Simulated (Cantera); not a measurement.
Input: 1 mol B2H6, 1.8 mol O2, at 1398.15 K and 1.00 bar.

Cantera equilibrium calculation (NASA polynomials, part measured and part estimated; ideal gas, pure solids and liquids). Candidate condensed phases: B, B2O3, B3O3H3, H2O; 23 gas species. The feed counts by its element totals alone. Gases not in the tables: H3BO3. Rates play no part.

Question: What is the equilibrium state?

Answer: 
```
Item                                      Value
------------------------------------  ---------
x(H2)                                     0.799
x(H2O)                                    0.197
x(HBO2)                                 0.00407
x((HBO2)3)                             0.000533
x(HBO)                                  4.57e-6
x(H)                                    4.24e-6
x(B2O3)                                 2.30e-6
n(B2O3(l))                            0.991 mol
gas amount                            3.005 mol
log10 activity of B(s) (absent)           -6.99
log10 activity of B3O3H3(s) (absent)     -13.24
```
